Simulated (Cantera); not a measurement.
Input: 1 mol KCl, 1.7 mol HCl, 22 mol H2, held at 0.000320 bar.

Cantera equilibrium calculation (NASA polynomials, part measured and part estimated; ideal gas, pure solids and liquids). Candidate condensed phases: K, KCl; 10 gas species. The numbers say what is thermodynamically allowed, not how fast it happens.

### Question
At 1452 °C, list the 6 most abundant gas species with their mole fractions, and the condensed phases.

### Answer
H2 0.880, HCl 0.0695, KCl 0.0385, H 0.00974, K 0.00170, Cl 0.000596. Condensed: gas only.
